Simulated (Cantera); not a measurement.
Standard-state values (1 bar) from the NASA 1993 polynomials, evaluated with Cantera. Values are per mole of reaction as written; species without (g) are pure solids or liquids, kept so even where they would boil at 1 bar. TaC: taken at fixed stoichiometry.

3 CO₂(g) + 3 Ta ⇌ 3 TaC + 2 O₃(g)

```json
[
 {"T (K)": "1575", "ΔH° (kJ)": "___", "ΔS° (J/K)": "___", "ΔG° (kJ)": "___", "log10 K": "___"},
 {"T (K)": "1675", "ΔH° (kJ)": "1055.5", "ΔS° (J/K)": "-133.8", "ΔG° (kJ)": "1279.7", "log10 K": "-39.91"},
 {"T (K)": "1775", "ΔH° (kJ)": "___", "ΔS° (J/K)": "___", "ΔG° (kJ)": "___", "log10 K": "___"},
 {"T (K)": "1875", "ΔH° (kJ)": "1061.5", "ΔS° (J/K)": "-130.5", "ΔG° (kJ)": "1306.2", "log10 K": "-36.39"},
 {"T (K)": "1975", "ΔH° (kJ)": "1065.2", "ΔS° (J/K)": "-128.6", "ΔG° (kJ)": "1319.1", "log10 K": "-34.89"}
]
```

Task: What belongs in the gaps?

Result: 
- 1575, ΔH° (kJ): 1053.1
- 1575, ΔS° (J/K): -135.3
- 1575, ΔG° (kJ): 1266.2
- 1575, log10 K: -41.99
- 1775, ΔH° (kJ): 1058.3
- 1775, ΔS° (J/K): -132.2
- 1775, ΔG° (kJ): 1293.0
- 1775, log10 K: -38.05
